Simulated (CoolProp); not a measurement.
Properties of methane along the isobar 218 kPa.

Computed with CoolProp (reference Helmholtz-energy equation of state, Setzmann 1991).

```csv
T (°C),phase,Z,expansivity (1/kK)
-149.45,gas,[?],[?]
-134.85,gas,[?],[?]
-120.25,gas,[?],[?]
-105.55,gas,0.9766,6.390
-90.95,gas,0.9817,5.792
-76.25,gas,0.9855,5.303
-61.65,gas,0.9883,4.899
-46.95,gas,0.9905,4.553
-32.35,gas,0.9922,4.257
-17.65,gas,0.9936,3.997
-3.05,gas,0.9947,3.770
11.55,gas,0.9956,3.568
```

Task: Some entries are withheld; supply them.

Result: 
- -149.45, Z: 0.9412
- -149.45, expansivity (1/kK): 9.701
- -134.85, Z: 0.9585
- -134.85, expansivity (1/kK): 8.184
- -120.25, Z: 0.9693
- -120.25, expansivity (1/kK): 7.158
